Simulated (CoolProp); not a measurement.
Saturation properties of n-decane.

Computed with CoolProp (reference Helmholtz-energy equation of state, Lemmon 2006). It is a short technical equation, of lower accuracy than the large ones.

```csv
T (K),p (MPa),liquid density (kg/m³),enthalpy of vaporisation (kJ/kg),liquid cp (kJ/(kg K)),surface tension (mN/m),vapour viscosity (µPa s)
470,0.1747,582.3,261.1,2.914,8.64,8.08
478.8,0.2121,573.5,254.7,2.955,7.98,8.23
487.7,0.2560,564.4,248.1,2.997,7.33,8.39
496.5,0.3061,555.1,241.2,3.039,6.70,8.56
505.4,0.3639,545.2,233.9,3.084,6.07,8.73
514.2,0.4291,535.1,226.4,3.130,5.46,?
523.1,0.5037,524.4,218.3,3.180,4.86,9.13
531.9,0.5868,513.2,?,3.232,4.29,9.35
540.8,0.6812,501.1,200.6,3.290,3.72,9.62
549.6,0.7855,488.4,190.8,3.354,3.18,9.92
558.5,0.9032,474.5,180.0,3.430,?,10.3
567.3,1.033,459.4,168.2,3.520,2.16,10.7
576.2,1.178,442.4,154.9,3.637,1.68,11.3
585,1.337,423.2,139.8,3.801,1.24,?
```

Q: What belongs in the gaps?

A: 
- 514.2, vapour viscosity (µPa s): 8.92
- 531.9, enthalpy of vaporisation (kJ/kg): 209.8
- 558.5, surface tension (mN/m): 2.66
- 585, vapour viscosity (µPa s): 12.0

It boils at 447.3 K under 1 atm.

Viscosity comes from a separate model (Huber 2004). Surface tension comes from a separate correlation (Mulero 2012).
